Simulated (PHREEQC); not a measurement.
Make-up at 75 °C: 190 mmol/kgw HCl and 0.43 mmol/kgw MnSO4. Closed to the air; pH follows from the charge balance.

Equilibrium calculation in PHREEQC: ion-association model, phreeqc.dat.

| quantity | before | after |
|---|---|---|
| pH | 0.83 | 2.74 |
| HSO4- (mol/kgw) | 0.000408 | 1.49e-6 |
| Mn+2 (mol/kgw) | 0.000349 | 4.27e-6 |
| SO4-2 (mol/kgw) | 2.17e-5 | 2.80e-6 |
| MnSO4 (mol/kgw) | 2.32e-7 | 3.16e-9 |

What was changed between the two runs?
A. HCl left out
B. MnSO4 from 0.00043 to 0.00086 mol/kgw
C. HCl from 0.19 to 0.095 mol/kgw
D. diluted 100-fold with water
E. temperature from 75 to 90 °C

D, diluted 100-fold with water

Precipitation was switched off in this run. At this temperature some constants are extrapolated from 25 °C, and those without enthalpy data are left unchanged.
